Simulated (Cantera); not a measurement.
Mixture: CH4 : C2H6 : O2 : N2 : CO2 = 1 : 0.25 : 2.93 : 11 : 2.5 (molar parts), at 100000 Pa, adiabatic and at constant pressure. Ignition delay is the time to a rise of 400 K.

Computed with Cantera and GRI-Mech 3.0 (53 species, 325 reactions).

Problem. Predict: delay at 1125 K; delay at 1275 K; delay at 1425 K; delay at 1575 K; apparent activation energy between 1500 and 1650 K.

Solution. 
```json
{
 "delay at 1125 K": "9.94 ms",
 "delay at 1275 K": "1.16 ms",
 "delay at 1425 K": "0.307 ms",
 "delay at 1575 K": "0.105 ms",
 "apparent activation energy between 1500 and 1650 K": "130 kJ/mol"
}
```
